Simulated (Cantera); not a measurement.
**Thermodynamics of iron carbonyl, mercury and lead vapours, feed PbO + O2 + N2 + CO**

A closed system holds: 1 mol PbO, 0.96 mol O2, 17 mol N2, 1.1 mol CO, at 0.100 bar.

These are equilibrium values from Cantera (NASA tables, ideal gas, pure condensed phases), not measurements of a reactor. Candidate condensed phases: C, Pb, PbO, PbO2, Pb3O4; 27 gas species. Gases not in the tables: (PbO)n polymers. Rates play no part.

From 1223 K to 1423 K the condensed part is PbO(l). From 1473 K to 1523 K nothing is condensed.

```tsv
T (K)	x N2	x CO2	x PbO	x O2	x Pb	n PbO(l)
1223	0.917	0.0594	0.00108	0.0221	1.15e-5	0.980
1273	0.916	0.0593	0.00280	0.0221	4.84e-5	0.947
1323	0.912	0.0590	0.00667	0.0220	0.000181	0.872
1373	0.904	0.0585	0.0149	0.0220	0.000615	0.708
1423	0.887	0.0574	0.0313	0.0222	0.00190	0.365
1473	0.869	0.0563	0.0471	0.0228	0.00405	0
1523	0.869	0.0562	0.0457	0.0234	0.00544	0
```
x: gas mole fraction; n: condensed amount in mol.
